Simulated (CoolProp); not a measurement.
Vapour-liquid equilibrium of p-xylene (1) + n-decane (2) at 56.9 kPa; x and y are mole fractions of (1).

Computed with CoolProp (multi-fluid Helmholtz-energy mixture model, Zhou 2012 and Lemmon 2006; pair parameters Bell 2016).

```tsv
x	bubble temperature (K)	y at the bubble point	dew temperature at overall composition x (K)	liquid density (mol/L)
0.05	423.0	0.124	424.7	4.483
0.2	415.3	0.405	421.0	4.811
0.35	409.1	0.596	416.9	5.168
0.5	403.9	0.732	412.4	5.562
0.65	399.5	0.834	407.1	6.003
0.8	395.7	0.915	401.1	6.501
0.95	392.2	0.980	393.9	7.071
```

No azeotrope shows between x = 0.05 and 0.95.

Pair parameters are fitted to limited data, so mixtures are less certain than the pure fluids.
